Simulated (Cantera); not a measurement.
An isothermal, constant-pressure homogeneous reactor starts with 4.17 % C2H6, 95.8 % N2, at 1200 K and 0.000200 bar.

Computed with Cantera and GRI-Mech 3.0 (53 species, 325 reactions). GRI-Mech 3.0 stops at C3 and has no aromatics, soot or wall deposition, so with more carbon than oxygen in the feed, carbon stays in small species such as C2H2 where larger ones or solid carbon would form. Radical loss at walls, strong at low pressure, is not modelled.

Task: Predict: x(C2H6) at 200 s; x(HCN) at 200 s; x(CH4) at 200 s; x(H2) at 200 s.

Result: 
| Property | Result |
|---|---|
| x(C2H6) at 200 s | 1.87e-6 (gas-phase equilibrium 7.31e-12) |
| x(HCN) at 200 s | 2.18e-8 (gas-phase equilibrium 0.0430) |
| x(CH4) at 200 s | 0.0150 (gas-phase equilibrium 2.70e-5) |
| x(H2) at 200 s | 0.0445 (gas-phase equilibrium 0.0769) |
